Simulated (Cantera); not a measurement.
Cantera run:

```python
import numpy as np
import cantera as ct

gas_names = """
    F F2 H HF H2 H2F2 H3F3 H4F4 H5F5 H6F6 H7F7 N NF NF2 NF3 NH NH2 NH3 N2 N2H2 N2H4 Si SiF SiF2 SiF3
    SiF4 SiH SiHF3 SiH2 SiH2F2 SiH3 SiH3F SiH4 SiN Si2 Si2N Si3
""".split()
cond_names = """
    Si(cr) Si(L) Si3N4(a)
""".split()


# ... load() reads the species with a 1 bar reference pressure and builds the phases ...
atoms = {
    'SiF4': {'Si': 1, 'F': 4},
    'NH3': {'N': 1, 'H': 3},
}
top_T = {'Si3N4(a)': 2400}  # K; cautious upper limits of use, not melting points


# ... equilibrate(T, P, feed) seeds the gas with the atoms and calls Mixture.equilibrate('TP', solver="vcs", rtol=1e-11, max_steps=5000) ...
results = []
feed = {'SiF4': 1, 'NH3': 2}  # mol
for P in [5, 17, 59, 210, 710, 2400, 8400, 29000, 100000]:
    for T in [748, 848, 948, 1048, 1148, 1248, 1348, 1448, 1548, 1648, 1748, 1848, 1948]:
        mix = equilibrate(T, P, feed)
        results.append((T, P, feed, dict(zip(mix.species_names, mix.species_moles))))

for T, P, feed, n in results:
    print(f"{T:7g} {P:10.4g}  " + (" + ".join(c for c in cond_names if n.get(c, 0) > 1e-12) or "gas only"))
```

It prints:

```
    748          5  Si3N4(a)
    848          5  Si3N4(a)
    948          5  Si3N4(a)
   1048          5  Si3N4(a)
   1148          5  gas only
   1248          5  gas only
   1348          5  gas only
   1448          5  gas only
   1548          5  gas only
   1648          5  gas only
   1748          5  gas only
   1848          5  gas only
   1948          5  gas only
    748         17  Si3N4(a)
    848         17  Si3N4(a)
    948         17  Si3N4(a)
   1048         17  Si3N4(a)
   1148         17  gas only
   1248         17  gas only
   1348         17  gas only
   1448         17  gas only
   1548         17  gas only
   1648         17  gas only
   1748         17  gas only
   1848         17  gas only
   1948         17  gas only
    748         59  Si3N4(a)
    848         59  Si3N4(a)
    948         59  Si3N4(a)
   1048         59  Si3N4(a)
   1148         59  Si3N4(a)
   1248         59  gas only
   1348         59  gas only
   1448         59  gas only
   1548         59  gas only
   1648         59  gas only
   1748         59  gas only
   1848         59  gas only
   1948         59  gas only
    748        210  Si3N4(a)
    848        210  Si3N4(a)
    948        210  Si3N4(a)
   1048        210  Si3N4(a)
   1148        210  Si3N4(a)
   1248        210  gas only
   1348        210  gas only
   1448        210  gas only
   1548        210  gas only
   1648        210  gas only
   1748        210  gas only
   1848        210  gas only
   1948        210  gas only
    748        710  Si3N4(a)
    848        710  Si3N4(a)
    948        710  Si3N4(a)
   1048        710  Si3N4(a)
   1148        710  Si3N4(a)
   1248        710  gas only
   1348        710  gas only
   1448        710  gas only
   1548        710  gas only
   1648        710  gas only
   1748        710  gas only
   1848        710  gas only
   1948        710  gas only
    748       2400  Si3N4(a)
    848       2400  Si3N4(a)
    948       2400  Si3N4(a)
   1048       2400  Si3N4(a)
   1148       2400  Si3N4(a)
   1248       2400  Si3N4(a)
   1348       2400  gas only
   1448       2400  gas only
   1548       2400  gas only
   1648       2400  gas only
   1748       2400  gas only
   1848       2400  gas only
   1948       2400  gas only
    748       8400  Si3N4(a)
    848       8400  Si3N4(a)
    948       8400  Si3N4(a)
   1048       8400  Si3N4(a)
   1148       8400  Si3N4(a)
   1248       8400  Si3N4(a)
   1348       8400  gas only
   1448       8400  gas only
   1548       8400  gas only
   1648       8400  gas only
   1748       8400  gas only
   1848       8400  gas only
   1948       8400  gas only
    748    2.9e+04  Si3N4(a)
    848    2.9e+04  Si3N4(a)
    948    2.9e+04  Si3N4(a)
   1048    2.9e+04  Si3N4(a)
   1148    2.9e+04  Si3N4(a)
   1248    2.9e+04  Si3N4(a)
   1348    2.9e+04  gas only
   1448    2.9e+04  gas only
   1548    2.9e+04  gas only
   1648    2.9e+04  gas only
   1748    2.9e+04  gas only
   1848    2.9e+04  gas only
   1948    2.9e+04  gas only
    748      1e+05  Si3N4(a)
    848      1e+05  Si3N4(a)
    948      1e+05  Si3N4(a)
   1048      1e+05  Si3N4(a)
   1148      1e+05  Si3N4(a)
   1248      1e+05  gas only
   1348      1e+05  gas only
   1448      1e+05  gas only
   1548      1e+05  gas only
   1648      1e+05  gas only
   1748      1e+05  gas only
   1848      1e+05  gas only
   1948      1e+05  gas only
```

Method: chemical equilibrium by Gibbs-energy minimisation in Cantera with the NASA 1993 tables (ideal gas, pure condensed phases). The tables' values for SiF2, SiF3 are old estimates.
